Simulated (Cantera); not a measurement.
**Silicon epitaxy and polysilicon growth: SiH2Cl2 + HCl + N2**

A closed system holds: 1 mol SiH2Cl2, 0.31 mol HCl, 92 mol N2, equilibrated at 1.90 bar.

Method: chemical equilibrium by Gibbs-energy minimisation in Cantera with the NASA 1993 tables (ideal gas, pure condensed phases). Candidate condensed phases: NH4Cl, Si, Si3N4; 28 gas species. N2 is the only nitrogen source here; it is nearly inert below about 1500 K, so the nitride shown seldom forms there in practice. The tables' values for SiCl3 are old estimates; treat these amounts as uncertain. Kinetics and transport are ignored.

From 1250 K to 1750 K the condensed part is Si3N4(s). The main Si-bearing gas is SiCl4 at 1250 K and SiCl2 at 1750 K. The share of Si in condensed phases is highest at 1350 K (84.6 %) and lowest at 1750 K (63.7 %).

| T (K) | x N2 | x HCl | x H2 | x SiCl2 | x SiCl4 | x SiCl3 | n Si3N4(s) |
|---|---|---|---|---|---|---|---|
| 1250 | 0.977 | 0.0180 | 0.00333 | 4.08e-6 | 0.00164 | 3.05e-5 | 0.281 |
| 1300 | 0.977 | 0.0182 | 0.00326 | 1.12e-5 | 0.00158 | 5.46e-5 | 0.282 |
| 1350 | 0.977 | 0.0183 | 0.00320 | 2.84e-5 | 0.00151 | 9.27e-5 | 0.282 |
| 1400 | 0.977 | 0.0184 | 0.00315 | 6.68e-5 | 0.00142 | 0.000150 | 0.282 |
| 1450 | 0.977 | 0.0184 | 0.00314 | 0.000146 | 0.00132 | 0.000229 | 0.280 |
| 1500 | 0.977 | 0.0183 | 0.00316 | 0.000296 | 0.00117 | 0.000331 | 0.276 |
| 1550 | 0.977 | 0.0182 | 0.00324 | 0.000555 | 0.000996 | 0.000446 | 0.270 |
| 1600 | 0.976 | 0.0179 | 0.00339 | 0.000960 | 0.000787 | 0.000554 | 0.261 |
| 1650 | 0.976 | 0.0174 | 0.00363 | 0.00152 | 0.000570 | 0.000629 | 0.248 |
| 1700 | 0.976 | 0.0167 | 0.00398 | 0.00222 | 0.000376 | 0.000652 | 0.231 |
| 1750 | 0.976 | 0.0157 | 0.00442 | 0.00301 | 0.000228 | 0.000622 | 0.212 |
x: gas mole fraction; n: condensed amount in mol.
